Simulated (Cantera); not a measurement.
A jet of CH₄ : O₂ : N₂ = 0.026 : 0.19 : 0.79 (molar parts) at 300 K and 31000 Pa hits a platinum plate 2.7 cm away at a mass flux of 0.029 kg/m²/s; the plate temperature is set and raised in steps from an oxygen-covered start.

Computed with Cantera and Deutschmann's 1995 Pt surface mechanism with GRI-Mech 3.0 gas chemistry. Catalytic surfaces can have several steady states; this one follows from the mechanism file's or the stated starting coverage.

One state of this run: wall x CH₄ = 0.00744; wall x O₂ = 0.150; wall x H₂O = 0.0342; wall x OH = 1.71e-7; wall x CO = 4.16e-6; wall x CO₂ = 0.0224; θ free Pt = 0.238; θ O* = 0.760; θ OH* = 0.00198. x: mole fraction at the wall; θ: surface coverage.

Which value of plate T (K) does it belong to?
(A) 1050
(B) 900
(C) 1100
(D) 1000

D, 1000
